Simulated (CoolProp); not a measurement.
C3F8 (R218) along the isobar 0.877 MPa: density (kg/m³) from the reference equation and from simpler models built on Tc = 345.0 K, pc = 2.640 MPa, ω = 0.317; each cubic takes its own stable root.

Model: reference Helmholtz-energy equation of state, Lemmon 2006, in CoolProp. It is a short technical equation, of lower accuracy than the large ones.

```tsv
T (K)	phase	reference	van der Waals	Peng-Robinson
165.3	liquid	1870	1152	1969
184.6	liquid	1803	1118	1916
203.9	liquid	1735	1080	1856
223.2	liquid	1665	1038	1787
242.6	liquid	[?]	990.9	1706
261.9	liquid	1510	935.9	1610
281.2	liquid	1419	87.54	1492
300.6	gas	85.24	[?]	85.56
319.9	gas	74.45	71.56	[?]
339.2	gas	67.19	[?]	68.29
358.5	gas	61.70	[?]	62.66
377.9	gas	57.27	57.32	58.07
397.2	gas	[?]	53.90	54.26
416.5	gas	50.47	50.91	[?]
```

### Question
What belongs in the gaps?

### Answer

- 242.6, reference: 1591
- 300.6, van der Waals: 78.50
- 319.9, Peng-Robinson: 75.55
- 339.2, van der Waals: 65.95
- 358.5, van der Waals: 61.30
- 397.2, reference: 53.60
- 416.5, Peng-Robinson: 51.00

At some of these states van der Waals gives the other phase, because its saturation line lies elsewhere.
